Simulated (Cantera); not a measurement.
Cantera run:

```python
import numpy as np
import cantera as ct

gas_names = """
    C CO CO2 C2 C2O C3 C3O2 C4 C5 Cu CuO Cu2 O O2 O3
""".split()
cond_names = """
    C(gr) Cu(cr) Cu(L) CuO(s) Cu2O(s) Cu2O(L)
""".split()


# ... load() reads the species with a 1 bar reference pressure and builds the phases ...
atoms = {
    'Cu': {'Cu': 1},
    'CO': {'C': 1, 'O': 1},
}
top_T = {'C(gr)': 4500, 'CuO(s)': 1390}  # K; cautious upper limits of use, not melting points


# ... equilibrate(T, P, feed) seeds the gas with the atoms and calls Mixture.equilibrate('TP', solver="vcs", rtol=1e-11, max_steps=5000) ...
results = []
feed = {'Cu': 1, 'CO': 1.1}  # mol
P = 1000  # Pa
for T in [750, 825, 900, 975, 1050, 1125, 1200, 1275, 1350]:
    mix = equilibrate(T, P, feed)
    results.append((T, P, feed, dict(zip(mix.species_names, mix.species_moles))))

top = {s: max(r[3][s] / sum(r[3][g] for g in gas_names) for r in results) for s in gas_names}
cols = sorted((s for s in top if top[s] > 0.0001), key=lambda s: -top[s])[:5]
seen = [c for c in cond_names if any(r[3].get(c, 0) > 1e-12 for r in results)]
print("log10 of partial pressures in bar; condensed amounts in mol")
print(f"{'T/K':>10s}" + "".join(f"{s[:9]:>10s}" for s in cols + seen))
for T, P, feed, n in results:
    ng = sum(n[g] for g in gas_names)
    print(f"{T:10.4g}" + "".join(f"{np.log10(max(n[s] / ng * P / 1e5, 1e-99)):10.3f}" for s in cols)
          + "".join(f"{n.get(c, 0):10.4g}" for c in seen))
```

Result:

```
log10 of partial pressures in bar; condensed amounts in mol
       T/K        CO       CO2     C(gr)    Cu(cr)
       750    -2.464    -2.183     0.436         1
       825    -2.126    -2.599    0.2214         1
       900    -2.022    -3.298   0.05273         1
       975    -2.004    -4.026   0.01027         1
      1050    -2.001    -4.672  0.002337         1
      1125    -2.000    -5.234  0.000642         1
      1200    -2.000    -5.724 0.0002078         1
      1275    -2.000    -6.154  7.71e-05         1
      1350    -2.000    -6.535 3.207e-05    0.9999
```

Equilibrium computed with Cantera from the NASA thermochemical tables; the gas is ideal and each condensed phase is pure.
